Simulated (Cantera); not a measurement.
Input: 1 mol Fe, 0.0042 mol H2S, 270 mol H2, 0.19 mol CO, held at 975 °C and 133 Pa.

Method: chemical equilibrium by Gibbs-energy minimisation in Cantera with the NASA 1993 tables (ideal gas, pure condensed phases). Candidate condensed phases: C, C6H6, C7H8, C8H18, Fe, Fe(CO)5, FeO, Fe(OH)2, Fe(OH)3, FeS, FeSO4, FeS2, Fe2O3, Fe2(SO4)3, Fe3O4, H2O, H2SO4, S; 127 gas species. Kinetics and transport are ignored.

Base state: H2 0.999, CO 0.000703, H2S 1.54e-5, H 1.28e-5 (mole fractions); condensed: Fe(γ).

**Question.** What changes in the equilibrium state with this change: temperature from 975 °C to 1700 °C?

**Answer.** 
```tsv
species	before	after
H2	0.999	0.959
H	1.28e-5	0.0362
Fe	1.76e-7	0.00362
H2S	1.54e-5	2.08e-6
CO	0.000703	0.000688
Fe(γ), mol	1.000	0
```
